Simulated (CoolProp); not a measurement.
Vapour-liquid equilibrium of fluoroethane (R161) (1) + R1234yf (2) at 0.023 MPa; x and y are mole fractions of (1).

Values from CoolProp's multi-fluid Helmholtz-energy mixture model, Wu 2012 and Lemmon 2022; pair parameters Bell 2016.

```csv
x,bubble temperature (K),y at the bubble point,dew temperature at overall composition x (K),liquid density (mol/L)
0.05,214.0,0.084,___,11.98
0.2,212.3,0.298,213.1,___
0.35,211.0,0.467,211.9,13.45
0.5,209.9,0.607,210.7,14.29
0.65,209.0,0.729,209.6,15.22
0.8,208.4,0.843,___,16.25
0.95,207.8,0.959,207.9,17.40
```

Task: What belongs in the gaps?

Result: 
- 0.05, dew temperature at overall composition x (K): 214.3
- 0.2, liquid density (mol/L): 12.69
- 0.8, dew temperature at overall composition x (K): 208.6

No azeotrope shows between x = 0.05 and 0.95.

The pair parameters rest on a limited set of measurements; away from them the model extrapolates.
